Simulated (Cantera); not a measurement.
A closed system holds: 1 mol Si, 0.2 mol NH₃, a varied amount of H₂, equilibrated at 6200 Pa.

These are equilibrium values from Cantera (NASA tables, ideal gas, pure condensed phases), not measurements of a reactor. Candidate condensed phases: Si, Si₃N₄; 18 gas species. Mutual solubility and eutectic melting of coexisting phases are not modelled. Rates play no part.

Task: What condenses at these points (T in K, n(H₂) in mol): (1675, 130); (1575, 130); (1925, 20); (1425, 62); (1625, 14)?

Result: 
```
T (K)  n(H₂) in mol  condensed phases  Si condensed (%)
-----  ------------  ----------------  ----------------
1675            130                Si              99.7
1575            130                Si              99.9
1925             20                Si              99.1
1425             62        Si + Si₃N₄             100.0
1625             14                Si             100.0
```
